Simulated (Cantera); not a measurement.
Standard-state values (1 bar) from the NASA 1993 polynomials, evaluated with Cantera. Values are per mole of reaction as written; species without (g) are pure solids or liquids, kept so even where they would boil at 1 bar.

F₂(g) + Ca(g) ⇌ CaF₂

| T (K) | ΔH° (kJ) | ΔS° (J/K) | ΔG° (kJ) | log10 K |
|---|---|---|---|---|
| 2073 | (withheld) | (withheld) | (withheld) | (withheld) |
| 2123 | -1301.1 | -206.6 | -862.5 | 21.22 |
| 2173 | -1299.1 | -205.6 | -852.2 | 20.48 |
| 2223 | (withheld) | (withheld) | (withheld) | (withheld) |
| 2273 | -1295.1 | -203.8 | -831.7 | 19.11 |
| 2323 | (withheld) | (withheld) | (withheld) | (withheld) |
| 2373 | -1291.1 | -202.1 | -811.4 | 17.86 |
| 2423 | -1289.1 | -201.3 | -801.3 | 17.27 |
| 2473 | (withheld) | (withheld) | (withheld) | (withheld) |
| 2523 | -1285.2 | -199.7 | -781.3 | 16.18 |

Q: What belongs in the gaps?

A: 
- 2073, ΔH° (kJ): -1303.1
- 2073, ΔS° (J/K): -207.5
- 2073, ΔG° (kJ): -872.9
- 2073, log10 K: 21.99
- 2223, ΔH° (kJ): -1297.1
- 2223, ΔS° (J/K): -204.7
- 2223, ΔG° (kJ): -841.9
- 2223, log10 K: 19.78
- 2323, ΔH° (kJ): -1293.1
- 2323, ΔS° (J/K): -203.0
- 2323, ΔG° (kJ): -821.6
- 2323, log10 K: 18.47
- 2473, ΔH° (kJ): -1287.2
- 2473, ΔS° (J/K): -200.5
- 2473, ΔG° (kJ): -791.3
- 2473, log10 K: 16.71
